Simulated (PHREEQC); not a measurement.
Solution (25 °C): 0.0036 mol LiOH and 0.016 mol NH4BF4 per kg of water. Closed to the air; pH follows from the charge balance.

Model: ion-association model, wateq4f.dat, run in PHREEQC.

Each row changes one thing in this solution. This is a speciation only: nothing precipitates in the calculation.

```
case                                            pH  ionic strength (mol/kgw)  BF4- (mol/kgw)  F- (mol/kgw)  HF (mol/kgw)  BF3OH- (mol/kgw)
--------------------------------------------  ----  ------------------------  --------------  ------------  ------------  ----------------
as made                                       3.37                    0.0201          0.0124       0.00545       0.00301           0.00151
NH4BF4 from 0.016 to 0.08 mol/kgw             3.06                    0.0846          0.0730       0.00569       0.00558           0.00471
0.0071 mol/kgw NaF added                      3.76                    0.0269          0.0124        0.0118       0.00261           0.00173
temperature from 25 to 55 °C                  3.40                    0.0200          0.0115       0.00577       0.00515           0.00150
LiOH replaced by Li2CO3 at the same molality  3.72                    0.0234          0.0112       0.00921       0.00223           0.00183
0.00022 mol/kgw TMAH added                    3.40                    0.0203          0.0123       0.00567       0.00295           0.00153
NH4BF4 from 0.016 to 0.008 mol/kgw            3.50                    0.0120         0.00518       0.00537       0.00225          0.000843
```

Complexes and solids missing from the database can't appear. Constants without temperature data keep their 25 °C values here. Real BF4- forms and hydrolyses slowly; the run takes it at equilibrium.
